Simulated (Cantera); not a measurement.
A Cantera script and what it prints.

```python
import numpy as np
import cantera as ct

gas_names = """
    Cu CuF CuF2 Cu2 F F2 N NF NF2 NF3 N2
""".split()
cond_names = """
    Cu(cr) Cu(L) CuF2(s) CuF2(L)
""".split()


# ... load() reads the species with a 1 bar reference pressure and builds the phases ...
atoms = {
    'Cu': {'Cu': 1},
    'F2': {'F': 2},
    'N2': {'N': 2},
}
top_T = {}  # K; cautious upper limits of use, not melting points


# ... equilibrate(T, P, feed) seeds the gas with the atoms and calls Mixture.equilibrate('TP', solver="vcs", rtol=1e-11, max_steps=5000) ...
results = []
feed = {'Cu': 1, 'F2': 2.6, 'N2': 1.5}  # mol
P = 8700  # Pa
for T in [498, 548, 598, 648, 698, 748, 798, 848, 898, 948]:
    mix = equilibrate(T, P, feed)
    results.append((T, P, feed, dict(zip(mix.species_names, mix.species_moles))))

top = {s: max(r[3][s] / sum(r[3][g] for g in gas_names) for r in results) for s in gas_names}
cols = sorted((s for s in top if top[s] > 0.001), key=lambda s: -top[s])[:6]
seen = [c for c in cond_names if any(r[3].get(c, 0) > 1e-12 for r in results)]
print("log10 of partial pressures in bar; condensed amounts in mol")
print(f"{'T/K':>10s}" + "".join(f"{s[:9]:>10s}" for s in cols + seen))
for T, P, feed, n in results:
    ng = sum(n[g] for g in gas_names)
    print(f"{T:10.4g}" + "".join(f"{np.log10(max(n[s] / ng * P / 1e5, 1e-99)):10.3f}" for s in cols)
          + "".join(f"{n.get(c, 0):10.4g}" for c in seen))
```

It prints:

```
log10 of partial pressures in bar; condensed amounts in mol
       T/K       NF3        N2        F2         F   CuF2(s)
       498    -1.341    -1.383    -4.779    -7.683         1
       548    -1.342    -1.383    -3.937    -6.489         1
       598    -1.346    -1.383    -3.239    -5.495         1
       648    -1.363    -1.383    -2.658    -4.658         1
       698    -1.410    -1.383    -2.184    -3.951         1
       748    -1.523    -1.382    -1.822    -3.362         1
       798    -1.740    -1.382    -1.585    -2.886         1
       848    -2.068    -1.385    -1.467    -2.511         1
       898    -2.467    -1.392    -1.433    -2.213         1
       948    -2.896    -1.404    -1.450    -1.969    0.9999
```

Equilibrium computed with Cantera from the NASA thermochemical tables; the gas is ideal and each condensed phase is pure.
